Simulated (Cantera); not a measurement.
**Stirred combustor or abatement burner**

A perfectly stirred reactor is fed with 5.77 % CH₄, 18.0 % O₂, 68.1 % N₂, 8.08 % H₂, at 3750 Torr; it is adiabatic with a 423 K inlet, and is followed from long to short residence time, starting on the burning branch (τ in s: 0.12, 0.056, 0.025, 0.011, 0.0052, 0.0023, 0.0011, 0.00048, 0.00022, 9.7e-05, 4.4e-05, 2e-05).

Computed with Cantera and GRI-Mech 3.0 (53 species, 325 reactions).

```csv
τ (s),T (K),x CH₄,x O₂,x C₂H₄,x C₂H₆,x O,x NO₂
0.12,2228,5.87e-7,0.0242,7.29e-12,<1e-12,0.000232,2.28e-6
0.056,2229,1.22e-6,0.0246,3.14e-11,1.11e-12,0.000241,1.61e-6
0.025,2229,2.62e-6,0.0250,1.42e-10,5.00e-12,0.000258,1.01e-6
0.011,2226,5.52e-6,0.0253,6.06e-10,2.17e-11,0.000290,6.11e-7
0.0052,2220,1.04e-5,0.0257,2.03e-9,7.48e-11,0.000345,4.07e-7
0.0023,2209,1.97e-5,0.0262,6.35e-9,2.49e-10,0.000457,2.86e-7
0.0011,2191,3.37e-5,0.0269,1.54e-8,6.54e-10,0.000631,2.18e-7
0.00048,2162,6.01e-5,0.0282,3.68e-8,1.79e-9,0.000947,1.60e-7
0.00022,2122,0.000105,0.0300,7.94e-8,4.55e-9,0.00139,1.16e-7
9.7e-5,2066,0.000194,0.0327,1.83e-7,1.30e-8,0.00202,8.02e-8
4.4e-5,1994,0.000379,0.0365,4.63e-7,4.23e-8,0.00270,5.35e-8
2.0e-5,1899,0.000870,0.0427,1.61e-6,2.07e-7,0.00312,3.15e-8
```
x: mole fraction; the columns are a selection and need not sum to one.
